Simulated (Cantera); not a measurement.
An isothermal, constant-pressure homogeneous reactor starts with CO : O₂ : H₂O : N₂ = 0.0022 : 0.042 : 0.022 : 1 (molar parts), equivalence ratio 0.026, at 1400 K and 3750 Torr. Integrator tolerance rtol = 1e-08.

Cantera simulation using GRI-Mech 3.0 (53 species, 325 reactions); the numbers are that mechanism's predictions, not measurements.

Question: What does this change do: 0.053 parts CH4 added?

Answer: 
```
quantity                                            before                                      after
----------------  ----------------------------------------  -----------------------------------------
x(CO) at 300 s     4.65e-9 (gas-phase equilibrium 4.66e-9)      0.0320 (gas-phase equilibrium 0.0379)
x(O₂) at 300 s       0.0384 (gas-phase equilibrium 0.0382)      <1e-12 (gas-phase equilibrium <1e-12)
x(H₂O) at 300 s      0.0207 (gas-phase equilibrium 0.0207)      0.0404 (gas-phase equilibrium 0.0361)
x(NO) at 300 s    1.19e-6 (gas-phase equilibrium 0.000339)  1.92e-12 (gas-phase equilibrium 1.67e-10)
x(H₂O₂) at 300 s   1.01e-9 (gas-phase equilibrium 1.01e-9)      <1e-12 (gas-phase equilibrium <1e-12)
x(O) at 300 s      8.35e-8 (gas-phase equilibrium 8.33e-8)      <1e-12 (gas-phase equilibrium <1e-12)
x(H₂) at 300 s     2.14e-8 (gas-phase equilibrium 2.15e-8)      0.0600 (gas-phase equilibrium 0.0721)
```
The temperature is held fixed by assumption; the heat of reaction is taken as removed at once.
